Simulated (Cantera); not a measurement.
Cantera run:

```python
import numpy as np
import cantera as ct

gas_names = """
    CL CLO CL2 Fe FeCL FeCL2 FeCL3 FeO Fe(OH)2 Fe2CL4 Fe2CL6 H HCL HOCL HO2 H2 H2O H2O2 O OH O2 O3
""".split()
cond_names = """
    Fe(a) Fe(c) Fe(d) Fe(L) FeCL2(s) FeCL2(L) FeCL3(s) FeCL3(L) FeO(s) FeO(L) Fe(OH)2(s) Fe(OH)3(s)
    Fe2O3(s) Fe3O4(s) H2O(s) H2O(L)
""".split()


def load(file, names, dense=False):
    # The tables refer to 1 bar. Condensed volumes are neglected.
    table = {s.name: s for s in ct.Species.list_from_file(file)}
    out = []
    for n in names:
        d = dict(table[n].input_data)
        d["thermo"] = dict(d["thermo"], **{"reference-pressure": 1e5})
        if dense:
            d["equation-of-state"] = {"model": "constant-volume", "density": "1e6 g/cm^3"}
        out.append(ct.Species.from_dict(d))
    return out


gas = ct.Solution(thermo="ideal-gas", species=load("nasa_gas.yaml", gas_names))
cond = {s.name: ct.Solution(thermo="fixed-stoichiometry", species=[s], name=s.name)
        for s in load("nasa_condensed.yaml", cond_names, dense=True)}
atoms = {
    'FeCl2': {'Fe': 1, 'CL': 2},
    'H2': {'H': 2},
    'O2': {'O': 2},
}
top_T = {'Fe2O3(s)': 1830, 'Fe3O4(s)': 1870}  # K; cautious upper limits of use, not melting points


def equilibrate(T, P, feed):
    n = {}
    for name, mol in feed.items():
        for a, k in atoms[name].items():
            n[a] = n.get(a, 0.0) + k * mol
    gas.TPX = T, P, n
    mass = sum(n.values()) * gas.mean_molecular_weight
    gas.equilibrate("TP")
    valid = [c for c in cond.values() if c.min_temp <= T <= top_T.get(c.name, c.max_temp)]
    mix = ct.Mixture([(gas, mass / gas.mean_molecular_weight)] + [(c, 0.0) for c in valid])
    mix.T, mix.P = T, P
    mix.equilibrate("TP", solver="vcs", rtol=1e-11, max_steps=5000)
    return mix


results = []
feed = {'FeCl2': 1, 'H2': 0.35, 'O2': 0.83}  # mol
P = 0.54  # Pa
for T in [650, 700, 750, 800, 850, 900, 950, 1000]:
    mix = equilibrate(T, P, feed)
    results.append((T, P, feed, dict(zip(mix.species_names, mix.species_moles))))

top = {s: max(r[3][s] / sum(r[3][g] for g in gas_names) for r in results) for s in gas_names}
cols = sorted((s for s in top if top[s] > 1e-06), key=lambda s: -top[s])[:5]
seen = [c for c in cond_names if any(r[3].get(c, 0) > 1e-12 for r in results)]
print("log10 of partial pressures in bar; condensed amounts in mol")
print(f"{'T/K':>10s}" + "".join(f"{s[:9]:>10s}" for s in cols + seen))
for T, P, feed, n in results:
    ng = sum(n[g] for g in gas_names)
    print(f"{T:10.4g}" + "".join(f"{np.log10(max(n[s] / ng * P / 1e5, 1e-99)):10.3f}" for s in cols)
          + "".join(f"{n.get(c, 0):10.4g}" for c in seen))
```

Result:

```
log10 of partial pressures in bar; condensed amounts in mol
       T/K       HCL       CL2        O2     FeCL2        CL  Fe2O3(s)
       650    -5.584    -5.605    -6.535   -12.960    -9.689       0.5
       700    -5.581    -5.608    -6.527   -11.446    -8.984    0.4999
       750    -5.580    -5.610    -6.521   -10.140    -8.372    0.4996
       800    -5.580    -5.615    -6.509    -9.011    -7.837    0.4983
       850    -5.582    -5.629    -6.474    -8.049    -7.369    0.4935
       900    -5.588    -5.668    -6.389    -7.267    -6.965    0.4795
       950    -5.604    -5.758    -6.250    -6.673    -6.631    0.4478
      1000    -5.635    -5.938    -6.098    -6.262    -6.380    0.3927
```

Cantera equilibrium calculation (NASA polynomials, part measured and part estimated; ideal gas, pure solids and liquids). Condensed phases not in the tables: FeOCl.
